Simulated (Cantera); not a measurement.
A closed system holds: 1 mol SiC, 4.4 mol N2, at 1.10 mbar.

Method: chemical equilibrium by Gibbs-energy minimisation in Cantera with the NASA 1993 tables (ideal gas, pure condensed phases). Candidate condensed phases: C, Si, SiC, Si3N4; 20 gas species. Rates play no part. All values below are at 1923 K.

Base state: N2 0.999, Si 0.000629, SiC2 1.79e-5, Si2C 1.23e-5 (mole fractions); condensed: C(graphite) + SiC(s).

Question: What changes in the equilibrium state with this change: SiC replaced by MgO?

Answer: 
| species | before | after |
|---|---|---|
| N2 | 0.999 | 0.998 |
| Mg | 0 | 0.00114 |
| O2 | 0 | 0.000334 |
| Si | 0.000629 | 0 |
| NO | 0 | 0.000276 |
| O | 0 | 0.000199 |
| SiC2 | 1.79e-5 | 0 |
| Si2C | 1.23e-5 | 0 |
| C(graphite), mol | 0.00274 | 0 |
| SiC(s), mol | 0.997 | 0 |
| MgO(s), mol | 0 | 0.995 |
Further candidate phases: Mg, MgO.
